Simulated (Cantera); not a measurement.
A Cantera script and what it prints.

```python
import numpy as np
import cantera as ct

gas_names = """
    CL CL2 H HCL H2 N NH NH2 NH3 N2 N2H2 N2H4 Sr SrCL SrCL2
""".split()
cond_names = """
    NH4CL(a) NH4CL(b) Sr(a) Sr(b) Sr(L) SrCL2(a) SrCL2(b) SrCL2(L)
""".split()


# ... load() reads the species with a 1 bar reference pressure and builds the phases ...
atoms = {
    'SrCl2': {'Sr': 1, 'CL': 2},
    'H2': {'H': 2},
    'N2': {'N': 2},
}
top_T = {}  # K; cautious upper limits of use, not melting points


# ... equilibrate(T, P, feed) seeds the gas with the atoms and calls Mixture.equilibrate('TP', solver="vcs", rtol=1e-11, max_steps=5000) ...
results = []
feed = {'SrCl2': 1, 'H2': 25, 'N2': 12}  # mol
P = 13332.2  # Pa
for T in [1400, 1475, 1550, 1625, 1700, 1775, 1850, 1925, 2000, 2075, 2150]:
    mix = equilibrate(T, P, feed)
    results.append((T, P, feed, dict(zip(mix.species_names, mix.species_moles))))

top = {s: max(r[3][s] / sum(r[3][g] for g in gas_names) for r in results) for s in gas_names}
cols = sorted((s for s in top if top[s] > 1e-05), key=lambda s: -top[s])[:7]
seen = [c for c in cond_names if any(r[3].get(c, 0) > 1e-12 for r in results)]
print("log10 of partial pressures in bar; condensed amounts in mol")
print(f"{'T/K':>10s}" + "".join(f"{s[:9]:>10s}" for s in cols + seen))
for T, P, feed, n in results:
    ng = sum(n[g] for g in gas_names)
    print(f"{T:10.4g}" + "".join(f"{np.log10(max(n[s] / ng * P / 1e5, 1e-99)):10.3f}" for s in cols)
          + "".join(f"{n.get(c, 0):10.4g}" for c in seen))
```

It prints:

```
log10 of partial pressures in bar; condensed amounts in mol
       T/K        H2        N2     SrCL2         H       HCL      SrCL        Sr  SrCL2(L)
      1400    -1.046    -1.364    -4.069    -5.836    -5.584    -5.792    -6.306    0.9757
      1475    -1.046    -1.365    -3.519    -5.410    -5.092    -5.256    -5.894    0.9139
      1550    -1.049    -1.367    -3.029    -5.026    -4.647    -4.779    -5.529    0.7328
      1625    -1.054    -1.373    -2.589    -4.679    -4.245    -4.352    -5.205     0.256
      1700    -1.058    -1.376    -2.466    -4.360    -4.002    -4.117    -4.937         0
      1775    -1.058    -1.376    -2.471    -4.067    -3.831    -3.966    -4.705         0
      1850    -1.058    -1.376    -2.478    -3.798    -3.674    -3.830    -4.494         0
      1925    -1.059    -1.377    -2.487    -3.549    -3.530    -3.707    -4.302         0
      2000    -1.061    -1.377    -2.499    -3.319    -3.397    -3.597    -4.126         0
      2075    -1.062    -1.378    -2.514    -3.106    -3.275    -3.497    -3.966         0
      2150    -1.065    -1.379    -2.532    -2.907    -3.163    -3.408    -3.818         0
```

Cantera equilibrium calculation (NASA polynomials, part measured and part estimated; ideal gas, pure solids and liquids).
